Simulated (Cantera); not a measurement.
## Silicon etching in halogen gases: Si + HBr + N2

Input: 1 mol Si, 3.3 mol HBr, 0.92 mol N2, held at 0.00133 bar.

Equilibrium computed with Cantera from the NASA thermochemical tables; the gas is ideal and each condensed phase is pure. Candidate condensed phases: Br2, Si, Si3N4; 28 gas species. N2 is the only nitrogen source here; it is nearly inert below about 1500 K, so the nitride shown seldom forms there in practice. The tables' values for SiBr3, SiBr are old estimates; treat these amounts as uncertain. The numbers say what is thermodynamically allowed, not how fast it happens.

```tsv
T (°C)	log p HBr	log p H2	log p SiBr2	log p N2	log p Br	log p SiBr4	n Si3N4(s)
450	-3.08	-3.65	-12.59	-3.76	-9.71	-3.95	0.236
550	-3.08	-3.67	-10.17	-3.77	-8.36	-3.97	0.240
650	-3.07	-3.68	-8.28	-3.78	-7.31	-3.98	0.243
750	-3.07	-3.69	-6.76	-3.78	-6.46	-3.99	0.244
850	-3.06	-3.70	-5.53	-3.78	-5.76	-4.01	0.244
950	-3.08	-3.70	-4.54	-3.76	-5.19	-4.10	0.231
1050	-3.14	-3.66	-3.89	-3.69	-4.78	-4.49	0.170
1150	-3.29	-3.56	-3.61	-3.60	-4.55	-5.37	0.0710
1250	-3.44	-3.48	-3.51	-3.54	-4.38	-6.33	0
1350	-3.49	-3.46	-3.52	-3.55	-4.11	-7.02	0
1450	-3.57	-3.44	-3.53	-3.56	-3.90	-7.70	0
```
log p: log10 of the partial pressure in bar; n: condensed amount in mol.

From 450 °C to 1150 °C the condensed part is Si3N4(s). From 1250 °C to 1450 °C nothing is condensed. The main Si-bearing gas is SiBr4 at 450 °C and SiBr2 at 1450 °C.
